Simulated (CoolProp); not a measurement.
Vapour-liquid equilibrium of R22 (1) + dimethyl ether (2) at 325.8 K; x and y are mole fractions of (1).

Model: multi-fluid Helmholtz-energy mixture model, Kamei 1995 and Wu 2011; pair parameters Bell 2016, in CoolProp.

```
x     bubble pressure (kPa)  y at the bubble point  dew pressure at overall composition x (kPa)  liquid density (mol/L)
----  ---------------------  ---------------------  -------------------------------------------  ----------------------
0.05                   1209                  0.044                                         1208                   13.35
0.15                   1194                  0.142                                         1193                   13.40
0.25                   1191                  0.255                                         1190                   13.44
0.35                   1205                  0.379                                         1200                   13.45
0.45                   1244                  0.512                                         1223                   13.44
0.55                   1316                  0.642                                         1262                   13.39
0.65                   1424                  0.759                                         1322                   13.29
0.75                   1572                  0.857                                         1414                   13.14
0.85                   1754                  0.930                                         1559                   12.92
0.95                   1958                  0.981                                         1822                   12.59
```

y crosses x between x = 0.15 and 0.25: the model has an azeotrope there.

The pair parameters rest on a limited set of measurements; away from them the model extrapolates.
